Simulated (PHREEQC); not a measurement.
Make-up at 25 °C and 100 atm: 0.0015 mol NH4HCO3 per kg of water. Closed to the air; pH follows from the charge balance.

Model: ion-association model, phreeqc.dat, run in PHREEQC.

Each row changes one thing in this solution. This is a speciation only: nothing precipitates in the calculation.

```csv
case,pH,ionic strength (mol/kgw),NH3 (mol/kgw)
as made,7.75,0.00146,4.38e-5
temperature from 25 to 50 °C,7.38,0.00141,9.20e-5
NH4HCO3 from 0.0015 to 0.00075 mol/kgw,7.75,0.000730,2.21e-5
temperature from 25 to 40 °C,7.52,…,6.89e-5
0.0015 mol/kgw NaCl added,7.75,…,4.28e-5
NH4HCO3 replaced by (NH4)2SO4 at the same molality,5.94,0.00442,1.33e-6
```

**Question.** Complete the blanks.

**Answer.** 
- temperature from 25 to 40 °C, ionic strength (mol/kgw): 0.00144
- 0.0015 mol/kgw NaCl added, ionic strength (mol/kgw): 0.00296

Complexes and solids missing from the database can't appear. Under pressure, the constants of complexes without a molar volume in the database are unreliable. Constants without temperature data keep their 25 °C values here.
